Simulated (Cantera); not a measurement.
Input (Python, Cantera) and output of one run.

```python
import numpy as np
import cantera as ct

gas_names = """
    C CO CO2 C2 C2O C3 C3O2 C4 C5 Cu CuO Cu2 O O2 O3
""".split()
cond_names = """
    C(gr) Cu(cr) Cu(L) CuO(s) Cu2O(s) Cu2O(L)
""".split()


# ... load() reads the species with a 1 bar reference pressure and builds the phases ...
atoms = {
    'Cu2O': {'Cu': 2, 'O': 1},
    'CO': {'C': 1, 'O': 1},
}
top_T = {'C(gr)': 4500, 'CuO(s)': 1390}  # K; cautious upper limits of use, not melting points


# ... equilibrate(T, P, feed) seeds the gas with the atoms and calls Mixture.equilibrate('TP', solver="vcs", rtol=1e-11, max_steps=5000) ...
results = []
feed = {'Cu2O': 1, 'CO': 19}  # mol
P = 1800  # Pa
for T in [1325, 1350, 1375, 1400, 1425, 1450, 1475, 1500, 1525, 1550, 1575]:
    mix = equilibrate(T, P, feed)
    results.append((T, P, feed, dict(zip(mix.species_names, mix.species_moles))))

top = {s: max(r[3][s] / sum(r[3][g] for g in gas_names) for r in results) for s in gas_names}
cols = sorted((s for s in top if top[s] > 0.001), key=lambda s: -top[s])[:6]
seen = [c for c in cond_names if any(r[3].get(c, 0) > 1e-12 for r in results)]
print("log10 of partial pressures in bar; condensed amounts in mol")
print(f"{'T/K':>10s}" + "".join(f"{s[:9]:>10s}" for s in cols + seen))
for T, P, feed, n in results:
    ng = sum(n[g] for g in gas_names)
    print(f"{T:10.4g}" + "".join(f"{np.log10(max(n[s] / ng * P / 1e5, 1e-99)):10.3f}" for s in cols)
          + "".join(f"{n.get(c, 0):10.4g}" for c in seen))
```

It prints:

```
log10 of partial pressures in bar; condensed amounts in mol
       T/K        CO       CO2        Cu    Cu(cr)     Cu(L)
      1325    -1.768    -3.023    -6.552         2         0
      1350    -1.768    -3.023    -6.310     1.999         0
      1375    -1.768    -3.024    -6.085         0     1.999
      1400    -1.768    -3.024    -5.870         0     1.999
      1425    -1.768    -3.024    -5.663         0     1.998
      1450    -1.768    -3.024    -5.464         0     1.996
      1475    -1.768    -3.024    -5.271         0     1.994
      1500    -1.768    -3.024    -5.085         0     1.991
      1525    -1.769    -3.024    -4.905         0     1.987
      1550    -1.769    -3.024    -4.731         0      1.98
      1575    -1.769    -3.024    -4.563         0     1.971
```

Equilibrium computed with Cantera from the NASA thermochemical tables; the gas is ideal and each condensed phase is pure.
